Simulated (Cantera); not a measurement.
Mixture: 5.85 % CH₄, 19.8 % O₂, 74.3 % N₂, equivalence ratio 0.59, at 1.00 bar, adiabatic and at constant pressure. Ignition delay is the time to a rise of 400 K.

Model: GRI-Mech 3.0 (53 species, 325 reactions), integrated in Cantera.

Problem. Predict: delay at 1025 K; delay at 1225 K; delay at 1425 K; delay at 1625 K; apparent activation energy between 1525 and 1725 K.

Solution. 
| Property | Value |
|---|---|
| delay at 1025 K | 0.545 s |
| delay at 1225 K | 24.3 ms |
| delay at 1425 K | 2.06 ms |
| delay at 1625 K | 0.342 ms |
| apparent activation energy between 1525 and 1725 K | 170 kJ/mol |
